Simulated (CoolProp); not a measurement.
Vapour pressure (kPa) of isopentane: the reference equation beside estimates from Tc = 187.2 °C, pc = 3378 kPa, ω = 0.227. Clausius-Clapeyron is anchored at -1.05 °C with a constant enthalpy of vaporisation of 26.29 kJ/mol.

Computed with CoolProp (reference Helmholtz-energy equation of state, Lemmon 2006). It is a short technical equation, of lower accuracy than the large ones.

| T (°C) | reference | Lee-Kesler | Clausius-Clapeyron | van der Waals | Redlich-Kwong |
|---|---|---|---|---|---|
| -30.25 | 7.696 | 7.343 | 8.163 | 134.0 | 15.61 |
| -15.65 | 16.72 | 16.13 | 17.08 | 193.4 | 31.82 |
| -1.05 | 33.00 | 32.16 | 33.00 | 269.0 | 58.99 |
| 13.55 | 60.12 | 59.15 | 59.64 | 362.7 | 101.2 |
| 28.15 | 102.5 | 101.6 | 101.8 | 476.3 | 163.1 |
| 42.75 | 165.1 | 164.8 | 165.3 | 611.4 | 249.2 |
| 57.35 | 253.8 | 254.4 | 257.2 | 769.5 | 364.4 |
| 71.95 | 374.6 | 376.6 | 385.6 | 952.0 | 513.4 |
| 86.55 | 534.4 | 537.8 | 559.3 | 1160 | 700.9 |
| 101.15 | 740.2 | 744.8 | 788.0 | 1395 | 931.3 |
| 115.75 | 999.6 | 1005 | 1082 | 1658 | 1209 |
| 130.35 | 1321 | 1327 | 1452 | 1950 | 1538 |

Absolute difference from the reference over all 12 rows, mean and median: Lee-Kesler 1.4 and 0.6 %, Clausius-Clapeyron 3.6 and 2.5 %, van der Waals 435.6 and 236.8 %, Redlich-Kwong 52.1 and 47.3 %.
